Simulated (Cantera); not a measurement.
Charge: 1 mol B2O3, 0.21 mol N2, 15 mol H2, 0.31 mol H2O, at 1673.15 K and 0.00370 bar.

Method: chemical equilibrium by Gibbs-energy minimisation in Cantera with the NASA 1993 tables (ideal gas, pure condensed phases). Candidate condensed phases: B, BN, B2O3, B3O3H3, H2O; 39 gas species. Rates play no part.

Base state: H2 0.891, HBO2 0.0461, B2O3 0.0290, HBO 0.0141, N2 0.0127, H2O 0.00415, H 0.00177, B2O2 0.00110 (mole fractions); condensed: gas only.

Task: What changes in the equilibrium state with this change: temperature from 1673.15 K to 775 K?

Result: 
```csv
species,before,after
H2,0.891,0.967
H2O,0.00415,0.0199
N2,0.0127,0.0135
HBO2,0.0461,1.28e-7
B2O3,0.0290,<1e-9
HBO,0.0141,<1e-9
(HBO2)3,4.87e-9,1.91e-5
H,0.00177,<1e-9
B2O2,0.00110,<1e-9
"B2O3(l), mol",0,1.000
```

Task: What changes in the equilibrium state with this change: temperature from 1673.15 K to 873.15 K?

Result: 
| species | before | after |
|---|---|---|
| H2 | 0.891 | 0.966 |
| H2O | 0.00415 | 0.0200 |
| N2 | 0.0127 | 0.0135 |
| HBO2 | 0.0461 | 2.84e-6 |
| B2O3 | 0.0290 | <1e-9 |
| HBO | 0.0141 | <1e-9 |
| H | 0.00177 | <1e-9 |
| B2O2 | 0.00110 | <1e-9 |
| BO | 0.000580 | <1e-9 |
| B2O3(l), mol | 0 | 1.000 |

Task: What changes in the equilibrium state with this change: pressure from 0.00370 bar to 0.000610 bar?

Result: 
```tsv
species	before	after
H2	0.891	0.888
HBO2	0.0461	0.0463
B2O3	0.0290	0.0285
H	0.00177	0.00435
BO	0.000580	0.00140
HBO	0.0141	0.0138
N2	0.0127	0.0127
BO2	5.38e-6	1.33e-5
B2O2	0.00110	0.00106
H2O	0.00415	0.00424
```
